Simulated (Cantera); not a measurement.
An isothermal, constant-pressure homogeneous reactor starts with NO : N₂ = 1 : 11 (molar parts), at 1875 K and 1.00 atm.

Model: GRI-Mech 3.0 (53 species, 325 reactions), integrated in Cantera.

x: mole fraction; the columns are a selection and need not sum to one.

```
t (s)       x NO      x O₂    x NO₂   x N₂    x N₂O      x O
--------  ------  --------  -------  -----  -------  -------
4.00e-5   0.0833  1.52e-10  1.90e-8  0.917  1.22e-7  1.08e-7
8.66e-5   0.0833  6.58e-10  7.44e-8  0.917  2.58e-7  2.06e-7
0.000188  0.0833   2.80e-9  2.55e-7  0.917  5.32e-7  3.79e-7
0.000406  0.0833   1.27e-8  7.51e-7  0.917  1.04e-6  7.30e-7
0.000880  0.0833   7.05e-8  2.03e-6  0.917  1.82e-6  1.56e-6
0.00191   0.0833   5.11e-7  5.10e-6  0.917  2.66e-6  3.49e-6
0.00413   0.0833   3.86e-6  1.02e-5  0.917  3.08e-6  6.60e-6
0.00894   0.0833   1.88e-5  1.32e-5  0.917  3.13e-6  8.40e-6
0.0194    0.0832   5.67e-5  1.36e-5  0.917  3.12e-6  8.67e-6
0.0420    0.0830         ?  1.41e-5  0.917  3.11e-6  8.94e-6
0.0909    0.0827  0.000318  1.49e-5  0.917  3.09e-6  9.49e-6
0.197     0.0819         ?        ?  0.917  3.03e-6        ?
0.426     0.0802   0.00155  1.95e-5  0.918  2.91e-6  1.26e-5
0.923     0.0766   0.00336  2.39e-5  0.920  2.66e-6  1.62e-5
2.00      0.0691   0.00708  2.92e-5  0.924  2.18e-6  2.17e-5
```

Fill in the missing entries.


- 0.0420, x O₂: 0.000139
- 0.197, x O₂: 0.000707
- 0.197, x NO₂: 1.65e-5
- 0.197, x O: 1.06e-5
